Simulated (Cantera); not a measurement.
NO annealing gas

An isothermal, constant-pressure homogeneous reactor starts with NO : N2 = 2.2 : 0.57 (molar parts), at 1648 K and 101000 Pa.

Model: GRI-Mech 3.0 (53 species, 325 reactions), integrated in Cantera.

```
t (s)      x NO     x NO2      x O   x N2     x N2O      x O2
--------  -----  --------  -------  -----  --------  --------
2.00e-6   0.794   8.21e-9  5.86e-8  0.206   6.68e-8  9.52e-12
5.73e-6   0.794   5.78e-8  1.34e-7  0.206   1.91e-7  6.74e-11
1.64e-5   0.794   3.26e-7  2.23e-7  0.206   5.47e-7  3.92e-10
4.70e-5   0.794   1.32e-6  2.54e-7  0.206   1.56e-6   1.76e-9
0.000135  0.794   4.26e-6  2.70e-7  0.206   4.45e-6   7.35e-9
0.000385  0.794   1.29e-5  3.13e-7  0.206   1.25e-5   3.86e-8
0.00110   0.794   3.86e-5  4.37e-7  0.206   3.42e-5   3.03e-7
0.00316   0.794  0.000118  7.97e-7  0.206   8.55e-5   3.74e-6
0.00906   0.793  0.000317  1.61e-6  0.206  0.000172   5.80e-5
0.0259    0.792  0.000485  2.24e-6  0.206  0.000232  0.000510
0.0743    0.789  0.000546  2.50e-6  0.208  0.000236   0.00209
0.213     0.780  0.000669  3.03e-6  0.213  0.000230   0.00659
0.610     0.755  0.000909  4.15e-6  0.225  0.000215    0.0190
1.75      0.690   0.00126  6.13e-6  0.257  0.000178    0.0508
5.00      0.554   0.00150  8.98e-6  0.326  0.000113     0.119
```
x: mole fraction; the columns are a selection and need not sum to one.

Equilibrium at this temperature and pressure: NO 0.00285, NO2 1.40e-5, O 1.59e-5, N2 0.601, N2O 1.48e-7, O2 0.396 (gas phase only).
